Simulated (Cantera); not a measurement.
# Gas-phase reforming

An isothermal, constant-pressure homogeneous reactor starts with 55.1 % CH4, 40.2 % H2O, 4.74 % H2, at 1750 K and 1.01 bar.

Detailed kinetics in Cantera: GRI-Mech 3.0 (53 species, 325 reactions). GRI-Mech 3.0 stops at C3 and has no aromatics, soot or wall deposition, so with more carbon than oxygen in the feed, carbon stays in small species such as C2H2 where larger ones or solid carbon would form.

| t (s) | x CH4 | x H2O | x H2 | x C2H6 | x H2O2 | x OH | x CH2 |
|---|---|---|---|---|---|---|---|
| 1.00e-6 | 0.551 | 0.402 | 0.0474 | 2.03e-8 | <1e-12 | 2.11e-7 | 4.98e-10 |
| 3.51e-6 | 0.550 | 0.402 | 0.0475 | 8.99e-7 | <1e-12 | 5.93e-7 | 6.01e-9 |
| 1.23e-5 | 0.550 | 0.402 | 0.0478 | 3.31e-5 | <1e-12 | 1.81e-6 | 6.23e-8 |
| 4.33e-5 | 0.546 | 0.401 | 0.0495 | 0.000568 | 2.19e-12 | 4.11e-6 | 3.14e-7 |
| 0.000152 | 0.529 | 0.399 | 0.0614 | 0.00249 | 5.92e-12 | 6.75e-6 | 7.99e-7 |
| 0.000534 | 0.454 | 0.383 | 0.127 | 0.00249 | 6.81e-12 | 7.23e-6 | 8.81e-7 |
| 0.00187 | 0.308 | 0.340 | 0.270 | 0.000888 | 4.52e-12 | 5.89e-6 | 5.76e-7 |
| 0.00658 | 0.158 | 0.295 | 0.417 | 0.000214 | 3.32e-12 | 5.04e-6 | 3.82e-7 |
| 0.0231 | 0.0639 | 0.252 | 0.521 | 3.66e-5 | 2.66e-12 | 4.51e-6 | 2.56e-7 |
| 0.0811 | 0.0331 | 0.194 | 0.588 | 1.03e-5 | 1.59e-12 | 3.49e-6 | 1.63e-7 |
| 0.285 | 0.0236 | 0.112 | 0.656 | 4.97e-6 | <1e-12 | 1.89e-6 | 8.25e-8 |
| 1.00 | 0.0153 | 0.0405 | 0.715 | 2.16e-6 | <1e-12 | 6.53e-7 | 3.45e-8 |
x: mole fraction; the columns are a selection and need not sum to one.

Equilibrium at this temperature and pressure: CH4 0.0100, H2O 2.94e-6, H2 0.748, C2H6 1.05e-6, H2O2 <1e-12, OH 4.64e-11, CH2 1.58e-8 (gas phase only).
